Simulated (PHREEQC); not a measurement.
Solution (30 °C): 9.8 mmol/kgw HCl, 0.086 mmol/kgw ZnSO4 and 0.032 mmol/kgw MgSO4. Closed to the air; pH follows from the charge balance.

Computed with PHREEQC (ion-association model, wateq4f.dat).

The ionic strength comes out as 0.0102 mol/kgw. What activity coefficients do HSO4-, Zn+2, Mg+2, Cl-, ZnCl+ get?

HSO4- 0.90, Zn+2 0.67, Mg+2 0.67, Cl- 0.90, ZnCl+ 0.90.

Precipitation was switched off in this run. Species that the database lacks are ignored.
